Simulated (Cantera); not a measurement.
Si3N4 + HCl + H2 (nitride etching)

Feed: 1 mol Si3N4, 8.1 mol HCl, a varied amount of H2, equilibrated at 1198 K and 380 Pa.

Method: chemical equilibrium by Gibbs-energy minimisation in Cantera with the NASA 1993 tables (ideal gas, pure condensed phases). Candidate condensed phases: NH4Cl, Si, Si3N4; 28 gas species. The tables' values for SiCl3 are old estimates; treat these amounts as uncertain. Kinetics and transport are ignored.

| n(H2) (mol) | x H2 | x HCl | x SiCl4 | x N2 | x SiCl3 | x SiCl2 | x SiHCl3 | n Si3N4(s) |
|---|---|---|---|---|---|---|---|---|
| 2.7 | 0.395 | 0.482 | 0.0635 | 0.0493 | 0.00522 | 0.00380 | 0.00140 | 0.739 |
| 6.4 | 0.517 | 0.417 | 0.0315 | 0.0262 | 0.00343 | 0.00330 | 0.00105 | 0.812 |
| 10 | 0.598 | 0.361 | 0.0181 | 0.0162 | 0.00246 | 0.00294 | 0.000809 | 0.854 |
| 14 | 0.662 | 0.311 | 0.0109 | 0.0106 | 0.00179 | 0.00262 | 0.000622 | 0.883 |
| 17 | 0.699 | 0.281 | 0.00777 | 0.00812 | 0.00146 | 0.00242 | 0.000520 | 0.898 |
| 21 | 0.737 | 0.248 | 0.00522 | 0.00599 | 0.00114 | 0.00220 | 0.000417 | 0.913 |
| 25 | 0.766 | 0.222 | 0.00367 | 0.00462 | 0.000913 | 0.00201 | 0.000340 | 0.923 |
x: gas mole fraction; n: condensed amount in mol.

From 2.7 mol H2 to 25 mol H2 the condensed part is Si3N4(s). The main Si-bearing gas is SiCl4 throughout. The share of Si in condensed phases is highest at 25 mol H2 (92.3 %) and lowest at 2.7 mol H2 (73.9 %).
